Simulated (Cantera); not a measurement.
**Diamond growth**

A diamond (100) surface in a fixed gas of H2 with x(CH4) = 0.0048, x(H) = 0.0022, x(CH3) = 0.00041, 0.0200 bar; coverages are run to steady state.

Cantera simulation using the Harris–Goodwin 1993 mechanism for the reconstructed diamond (100) surface; the numbers are that mechanism's predictions, not measurements.

| T (K) | growth (µm/h) | θ c6HH | θ c6H* | θ c6*H | θ c6** | θ c6HM |
|---|---|---|---|---|---|---|
| 900 | 2.10 | 0.583 | 0.00877 | 0.245 | 0.00348 | 0.128 |
| 975 | 2.99 | 0.549 | 0.0142 | 0.313 | 0.00670 | 0.0874 |
| 1050 | 2.91 | 0.521 | 0.0213 | 0.382 | 0.0117 | 0.0441 |
| 1125 | 1.68 | 0.488 | 0.0296 | 0.443 | 0.0183 | 0.0129 |
| 1200 | 0.999 | 0.447 | 0.0377 | 0.483 | 0.0257 | 0.00278 |
| 1275 | 0.914 | 0.410 | 0.0456 | 0.508 | 0.0334 | 0.000588 |
| 1350 | 0.827 | 0.380 | 0.0531 | 0.523 | 0.0411 | 0.000126 |
θ: site fractions in the mechanism's names (c6HH fully hydrogenated, c6H* and c6*H radical sites, c6** diradical, c6HM methylated).
